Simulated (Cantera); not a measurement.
Cantera with NASA thermochemical tables; ideal gases at 1 bar, condensed phases pure. Values are per mole of reaction as written; species without (g) are pure solids or liquids, kept so even where they would boil at 1 bar. The tables' values for SiF₂ are old estimates.

SiHF₃(g) ⇌ H(g) + F(g) + SiF₂(g)

```csv
T (K),ΔH° (kJ),ΔS° (J/K),ΔG° (kJ),log10 K
300,910.4,252.9,834.5,-145.30
673,915.8,265.5,737.1,-57.21
873,916.7,266.8,683.8,-40.92
1073,917.0,267.0,630.4,-30.69
1273,916.8,266.9,577.1,-23.68
1473,916.2,266.5,523.7,-18.57
1673,[?],[?],[?],[?]
1873,914.5,265.4,417.3,-11.64
2073,913.4,264.9,364.3,-9.18
2273,[?],[?],[?],[?]
```

Q: Fill in the missing entries.

A: 
- 1673, ΔH° (kJ): 915.4
- 1673, ΔS° (J/K): 266.0
- 1673, ΔG° (kJ): 470.5
- 1673, log10 K: -14.69
- 2273, ΔH° (kJ): 912.2
- 2273, ΔS° (J/K): 264.3
- 2273, ΔG° (kJ): 311.4
- 2273, log10 K: -7.16
